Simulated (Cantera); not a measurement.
A closed system holds: 1 mol SiH2Cl2, 0.66 mol C2H4, 2.4 mol H2, equilibrated at 1225 K and 1.70 mbar.

These are equilibrium values from Cantera (NASA tables, ideal gas, pure condensed phases), not measurements of a reactor. Candidate condensed phases: C, C6H6, C7H8, C8H18, Si, SiC; 109 gas species. The tables' values for SiCl3 are old estimates; treat these amounts as uncertain. Rates play no part.

Base state: H2 0.655, HCl 0.343, SiCl4 0.00102, SiCl2 0.000858, SiCl3 0.000332, SiHCl3 6.06e-5 (mole fractions); condensed: C(graphite) + SiC(s).

### Question
What changes in the equilibrium state with this change: pressure from 1.70 mbar to 0.500 bar?

### Answer
```tsv
species	before	after
H2	0.655	0.744
HCl	0.343	0.213
SiCl4	0.00102	0.0341
CH4	9.57e-6	0.00364
SiH2Cl2	4.82e-7	5.44e-5
C(graphite), mol	0.333	0.516
SiC(s), mol	0.987	0.784
```

### Question
What changes in the equilibrium state with this change: temperature from 1225 K to 2223 K?

### Answer
```csv
species,before,after
H2,0.655,0.556
HCl,0.343,0.229
H,6.12e-6,0.116
Si,<1e-9,0.0311
Cl,2.76e-6,0.0347
SiCl2,0.000858,0.0205
SiCl,<1e-9,0.00446
SiC2,<1e-9,0.00326
Si2C,<1e-9,0.00197
SiH,<1e-9,0.000405
Si2,<1e-9,5.99e-5
"C(graphite), mol",0.333,0.656
"SiC(s), mol",0.987,0.588
```
The tables' values for SiCl, SiCl3 are old estimates; treat these amounts as uncertain. Gases not in the tables: Si2H6 and higher silanes.

### Question
What changes in the equilibrium state with this change: C2H4 from 0.66 to 0.31 mol?

### Answer
| species | before | after |
|---|---|---|
| H2 | 0.655 | 0.718 |
| HCl | 0.343 | 0.205 |
| SiCl2 | 0.000858 | 0.0471 |
| SiCl3 | 0.000332 | 0.0104 |
| SiCl4 | 0.00102 | 0.0181 |
| SiH2Cl2 | 4.82e-7 | 2.90e-5 |
| SiHCl3 | 6.06e-5 | 0.00198 |
| C(graphite), mol | 0.333 | 0 |
| SiC(s), mol | 0.987 | 0.620 |
